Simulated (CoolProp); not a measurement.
Properties of n-perfluorobutane along the isotherm 193.4 K.

Model: reference Helmholtz-energy equation of state, Gao 2022, in CoolProp.

```
p (kPa)   phase  cp (kJ/(kg K))  cv (kJ/(kg K))  isothermal compressibility (1/MPa)  expansivity (1/kK)  fugacity coefficient
-------  ------  --------------  --------------  ----------------------------------  ------------------  --------------------
31.6     liquid           1.019          0.7581                            0.001416               1.886               0.02687
47.7     liquid           1.019          0.7581                            0.001415               1.886               0.01782
72       liquid           1.019          0.7581                            0.001415               1.885               0.01183
109      liquid           1.019          0.7581                            0.001414               1.885              0.007837
164      liquid           1.019          0.7581                            0.001413               1.884              0.005231
247      liquid           1.019          0.7581                            0.001412               1.883              0.003496
373      liquid           1.019          0.7582                            0.001410               1.881              0.002339
562      liquid           1.018          0.7582                            0.001406               1.879              0.001576
848      liquid           1.018          0.7583                            0.001401               1.875              0.001068
1280     liquid           1.018          0.7585                            0.001394               1.870             0.0007323
1930     liquid           1.018          0.7587                            0.001383               1.861             0.0005113
2910     liquid           1.018          0.7590                            0.001367               1.849             0.0003665
4390     liquid           1.017          0.7595                            0.001344               1.832             0.0002731
6630     liquid           1.016          0.7603                            0.001310               1.806             0.0002157
10000    liquid           1.015          0.7614                            0.001263               1.770             0.0001863
```
